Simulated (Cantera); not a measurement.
Charge: 1 mol FeS, 1.1 mol H2S, 0.34 mol H2O, at 0.133 bar.

Equilibrium computed with Cantera from the NASA thermochemical tables; the gas is ideal and each condensed phase is pure. Candidate condensed phases: Fe, FeO, Fe(OH)2, Fe(OH)3, FeS, FeSO4, FeS2, Fe2O3, Fe2(SO4)3, Fe3O4, H2O, H2SO4, S; 22 gas species. FeS: taken at fixed stoichiometry. Rates play no part. All values below are at 1425 K.

Base state: H2 0.349, H2S 0.282, H2O 0.194, S2 0.173, SH 0.00290, SO2 0.000419, S2O 0.000168, SO 0.000112 (mole fractions); condensed: FeS(s).

Question: What changes in the equilibrium state with this change: FeS replaced by FeS2?

Answer: 
| species | before | after |
|---|---|---|
| S2 | 0.173 | 0.342 |
| H2S | 0.282 | 0.267 |
| H2 | 0.349 | 0.234 |
| H2O | 0.194 | 0.152 |
| S2O | 0.000168 | 0.000390 |
| SO2 | 0.000419 | 0.000808 |
| SO | 0.000112 | 0.000185 |
| S | 1.85e-5 | 2.61e-5 |
| H | 1.10e-5 | 9.05e-6 |
| FeS(s), mol | 1.00 | 1.00 |
